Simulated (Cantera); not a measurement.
Input: 1 mol Si₃N₄, 0.0018 mol O₂, 3 mol N₂, held at 1975 K.

Method: chemical equilibrium by Gibbs-energy minimisation in Cantera with the NASA 1993 tables (ideal gas, pure condensed phases). Candidate condensed phases: Si, SiO₂, Si₂N₂O, Si₃N₄; 16 gas species. The numbers say what is thermodynamically allowed, not how fast it happens.

Problem. At 510 Torr, list the 3 most abundant gas species with their mole fractions, and the condensed phases.

Solution. N₂ 0.999, SiO 0.00120, Si 1.48e-5. Condensed: Si₃N₄(s).
